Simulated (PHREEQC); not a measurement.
**Acid rinse or clean**

Dissolve 2 mmol/kgw HBr and 2.1 mmol/kgw CaCl2 at 25 °C. Closed to the air; pH follows from the charge balance.

Computed with PHREEQC (ion-association model, phreeqc.dat).

This is a speciation only: nothing precipitates in the calculation.

Question: Predict the pH.

Answer: pH 2.74.

Species that the database lacks are ignored.
